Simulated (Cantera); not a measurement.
Input: 1 mol CH4, 0.047 mol H2O, 0.31 mol N2, held at 133 Pa.

Method: chemical equilibrium by Gibbs-energy minimisation in Cantera with the NASA 1993 tables (ideal gas, pure condensed phases). Candidate condensed phases: C, C6H6, C7H8, C8H18, H2O; 136 gas species. The numbers say what is thermodynamically allowed, not how fast it happens.

### Question
What share of the C ends up in condensed phases as a function of T (K), at 1048, 1198, 1348, 1498, 1648, 1798, 1948, 2098, 2248, 2398, 2548, 2698?

### Answer
```csv
T (K),C condensed (%),as
1048,95.3,C(graphite)
1198,95.3,C(graphite)
1348,95.3,C(graphite)
1498,95.2,C(graphite)
1648,95.1,C(graphite)
1798,94.7,C(graphite)
1948,94.1,C(graphite)
2098,93.0,C(graphite)
2248,91.3,C(graphite)
2398,88.9,C(graphite)
2548,85.4,C(graphite)
2698,75.2,C(graphite)
```
